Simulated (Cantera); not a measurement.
An adiabatic, constant-volume homogeneous reactor starts with 9.62 % CH4, 1.44 % C2H6, 18.7 % O2, 70.3 % N2, equivalence ratio 1.3, at 1773 K and 360 Torr.

Detailed kinetics in Cantera: GRI-Mech 3.0 (53 species, 325 reactions).

### Question
Predict: time of steepest temperature rise; temperature at 0.700 s; equilibrium temperature; x(O2) at 0.700 s; x(H2O) at 0.700 s; x(OH) at 0.700 s; x(NO) at 0.700 s.

### Answer
| Property | Value |
|---|---|
| time of steepest temperature rise | 60.7 µs |
| temperature at 0.700 s | 2936 K |
| equilibrium temperature | 2936 K |
| x(O2) at 0.700 s | 0.00949 (gas-phase equilibrium 0.00949) |
| x(H2O) at 0.700 s | 0.131 (gas-phase equilibrium 0.131) |
| x(OH) at 0.700 s | 0.0250 (gas-phase equilibrium 0.0250) |
| x(NO) at 0.700 s | 0.00836 (gas-phase equilibrium 0.00836) |
